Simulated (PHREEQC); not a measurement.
**Acid rinse or clean (model solution)**

Dissolve 0.0047 mol/kgw HCl, 0.21 mol/kgw CuSO4 and 0.0004 mol/kgw MgCl2 at 17 °C. Closed to the air; pH follows from the charge balance.

All values are PHREEQC results (ion-association model, phreeqc.dat), not measurements.

Each row changes one thing in this solution. This is a speciation only: nothing precipitates in the calculation.

```tsv
case	pH	ionic strength (mol/kgw)	CuSO4 (mol/kgw)	Cu+2 (mol/kgw)	SO4-2 (mol/kgw)	Cl- (mol/kgw)
as made	2.91	0.407	0.108	0.102	0.0988	0.00524
temperature from 17 to 5 °C	2.85	0.416	0.106	0.104	0.101	?
MgCl2 from 0.0004 to 0.0002 mol/kgw	2.91	0.406	0.108	0.102	0.0989	?
diluted 10-fold with water	3.58	0.0543	0.00747	0.0135	0.0134	?
MgCl2 left out	2.91	0.406	0.108	0.102	0.0989	0.00448
HCl from 0.0047 to 0.00705 mol/kgw	2.73	0.409	0.107	0.102	0.0980	0.00748
```

Q: Some entries are withheld; supply them.

A: 
- temperature from 17 to 5 °C, Cl- (mol/kgw): 0.00536
- MgCl2 from 0.0004 to 0.0002 mol/kgw, Cl- (mol/kgw): 0.00486
- diluted 10-fold with water, Cl- (mol/kgw): 0.000544

Constants without temperature data keep their 25 °C values here.
